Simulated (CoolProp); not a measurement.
Propylene glycol along the isobar 8.95 MPa: fugacity coefficient from the reference equation and from simpler models built on Tc = 400.8 °C, pc = 7.292 MPa, ω = 0.327; each cubic takes its own stable root.

The numbers come from the reference Helmholtz-energy equation of state, Eisenbach 2021 in CoolProp.

| T (°C) | phase | reference | van der Waals | Redlich-Kwong | Soave-Redlich-Kwong | Peng-Robinson |
|---|---|---|---|---|---|---|
| 118.85 | liquid | 0.001034 | 0.07474 | 0.01462 | 0.005135 | 0.005182 |
| 141.65 | liquid | 0.002720 | ___ | ___ | 0.01057 | 0.01053 |
| 164.45 | liquid | 0.006308 | 0.1294 | 0.04264 | ___ | ___ |
| 187.25 | liquid | 0.01317 | ___ | 0.06557 | 0.03442 | 0.03363 |
| 210.05 | liquid | 0.02512 | ___ | 0.09542 | 0.05583 | 0.05422 |
| 232.85 | liquid | 0.04439 | 0.2415 | 0.1325 | 0.08550 | 0.08265 |
| 255.65 | liquid | 0.07340 | 0.2857 | 0.1769 | 0.1245 | 0.1200 |
| 278.45 | liquid | 0.1145 | 0.3326 | 0.2281 | 0.1736 | 0.1669 |
| 301.25 | liquid | 0.1698 | 0.3816 | 0.2855 | 0.2327 | ___ |
| 324.05 | liquid | 0.2404 | 0.4320 | 0.3478 | 0.3011 | 0.2890 |
| 346.85 | liquid | 0.3265 | ___ | 0.4137 | 0.3775 | 0.3622 |

Task: What belongs in the gaps?

Result: 
- 141.65, van der Waals: 0.09994
- 141.65, Redlich-Kwong: 0.02597
- 164.45, Soave-Redlich-Kwong: 0.01984
- 164.45, Peng-Robinson: 0.01955
- 187.25, van der Waals: 0.1630
- 210.05, van der Waals: 0.2005
- 301.25, Peng-Robinson: 0.2234
- 346.85, van der Waals: 0.4833
